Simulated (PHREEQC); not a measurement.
Solution (15 °C): 12 mmol/kgw HF, 54 mmol/kgw NH4HF2 and 1.8 mmol/kgw H3PO4. Closed to the air; pH follows from the charge balance.

Model: ion-association model, wateq4f.dat, run in PHREEQC.

| Property | Result |
|---|---|
| pH | 3.02 |
| ionic strength | 0.0551 mol/kgw |
| total alkalinity | -67.8 meq/kg |

```tsv
species	molality	activity	log γ
NH4+	0.0540	0.0442	-0.087
F-	0.0462	0.0373	-0.093
HF	0.0444	0.0450	0.006
H2F2	0.00741	0.00750	0.006
HF2-	0.00729	0.00588	-0.093
H2PO4-	0.00163	0.00135	-0.083
```

This is a speciation only: nothing precipitates in the calculation. wateq4f.dat counts part of the HF as a dimer, H2F2, which phreeqc.dat doesn't know; its constant is uncertain. H3PO4, which wateq4f.dat lacks, is added to it with the constant of phreeqc.dat.
